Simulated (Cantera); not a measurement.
Input: 1 mol Si, 0.0023 mol O₂, 120 mol N₂, at 0.210 bar.

These are equilibrium values from Cantera (NASA tables, ideal gas, pure condensed phases), not measurements of a reactor. Candidate condensed phases: Si, SiO₂, Si₂N₂O, Si₃N₄; 16 gas species. N₂ is the only nitrogen source here; it is nearly inert below about 1500 K, so the nitride shown seldom forms there in practice. Mutual solubility and eutectic melting of coexisting phases are not modelled. Rates play no part.

Problem. What share of the Si ends up in condensed phases as a function of T (°C), at 652, 852, 1052, 1252, 1452, 1652, 1852?

Solution. 
```tsv
T (°C)	Si condensed (%)	as
652	100.0	Si₂N₂O(s) + Si₃N₄(s)
852	100.0	Si₂N₂O(s) + Si₃N₄(s)
1052	100.0	Si₂N₂O(s) + Si₃N₄(s)
1252	100.0	Si₂N₂O(s) + Si₃N₄(s)
1452	99.5	Si₃N₄(s)
1652	99.0	Si₃N₄(s)
1852	86.3	Si(l)
```
